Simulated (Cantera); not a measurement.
Si2H6 + HCl + N2 (silicon epitaxy and polysilicon growth)

A closed system holds: 1 mol Si2H6, 0.035 mol HCl, 6.3 mol N2, equilibrated at 190 Pa.

Cantera equilibrium calculation (NASA polynomials, part measured and part estimated; ideal gas, pure solids and liquids). Candidate condensed phases: NH4Cl, Si, Si3N4; 28 gas species. The feed counts by its element totals alone. N2 is the only nitrogen source here; it is nearly inert below about 1500 K, so the nitride shown seldom forms there in practice. The tables' values for SiCl, SiN are old estimates; treat these amounts as uncertain. Gases not in the tables: Si2H6 and higher silanes. Kinetics and transport are ignored.

```json
[
 {"T (K)": "1273", "x N2": "0.621", "x H2": "0.375", "x H": "1.00e-5", "x HCl": "0.00437", "x Si": "3.29e-11", "x SiCl2": "4.57e-7", "x SiH": "8.48e-12", "n Si3N4(s)": "0.667", "n Si(l)": "0"},
 {"T (K)": "1323", "x N2": "0.621", "x H2": "0.375", "x H": "2.23e-5", "x HCl": "0.00437", "x Si": "3.91e-10", "x SiCl2": "1.17e-6", "x SiH": "7.65e-11", "n Si3N4(s)": "0.667", "n Si(l)": "0"},
 {"T (K)": "1373", "x N2": "0.621", "x H2": "0.375", "x H": "4.68e-5", "x HCl": "0.00437", "x Si": "3.86e-9", "x SiCl2": "2.77e-6", "x SiH": "5.86e-10", "n Si3N4(s)": "0.667", "n Si(l)": "0"},
 {"T (K)": "1423", "x N2": "0.621", "x H2": "0.375", "x H": "9.33e-5", "x HCl": "0.00436", "x Si": "3.25e-8", "x SiCl2": "6.17e-6", "x SiH": "3.89e-9", "n Si3N4(s)": "0.667", "n Si(l)": "0"},
 {"T (K)": "1473", "x N2": "0.621", "x H2": "0.375", "x H": "0.000178", "x HCl": "0.00435", "x Si": "2.36e-7", "x SiCl2": "1.30e-5", "x SiH": "2.26e-8", "n Si3N4(s)": "0.667", "n Si(l)": "0"},
 {"T (K)": "1523", "x N2": "0.621", "x H2": "0.375", "x H": "0.000325", "x HCl": "0.00432", "x Si": "1.50e-6", "x SiCl2": "2.57e-5", "x SiH": "1.17e-7", "n Si3N4(s)": "0.667", "n Si(l)": "0"},
 {"T (K)": "1573", "x N2": "0.621", "x H2": "0.375", "x H": "0.000571", "x HCl": "0.00427", "x Si": "8.46e-6", "x SiCl2": "4.82e-5", "x SiH": "5.43e-7", "n Si3N4(s)": "0.667", "n Si(l)": "0"},
 {"T (K)": "1623", "x N2": "0.620", "x H2": "0.374", "x H": "0.000970", "x HCl": "0.00419", "x Si": "4.28e-5", "x SiCl2": "8.53e-5", "x SiH": "2.29e-6", "n Si3N4(s)": "0.666", "n Si(l)": "0"},
 {"T (K)": "1673", "x N2": "0.620", "x H2": "0.374", "x H": "0.00160", "x HCl": "0.00406", "x Si": "0.000196", "x SiCl2": "0.000142", "x SiH": "8.85e-6", "n Si3N4(s)": "0.666", "n Si(l)": "0"},
 {"T (K)": "1723", "x N2": "0.674", "x H2": "0.320", "x H": "0.00237", "x HCl": "0.00345", "x Si": "0.000518", "x SiCl2": "0.000128", "x SiH": "1.83e-5", "n Si3N4(s)": "0", "n Si(l)": "1.99"},
 {"T (K)": "1773", "x N2": "0.673", "x H2": "0.319", "x H": "0.00368", "x HCl": "0.00344", "x Si": "0.00112", "x SiCl2": "0.000119", "x SiH": "3.41e-5", "n Si3N4(s)": "0", "n Si(l)": "1.99"},
 {"T (K)": "1823", "x N2": "0.671", "x H2": "0.317", "x H": "0.00560", "x HCl": "0.00342", "x Si": "0.00233", "x SiCl2": "0.000110", "x SiH": "6.10e-5", "n Si3N4(s)": "0", "n Si(l)": "1.97"}
]
```
x: gas mole fraction; n: condensed amount in mol.

From 1273 K to 1673 K the condensed part is Si3N4(s). From 1723 K to 1823 K the condensed part is Si(l). The main Si-bearing gas is SiCl2 at 1273 K and Si at 1823 K.
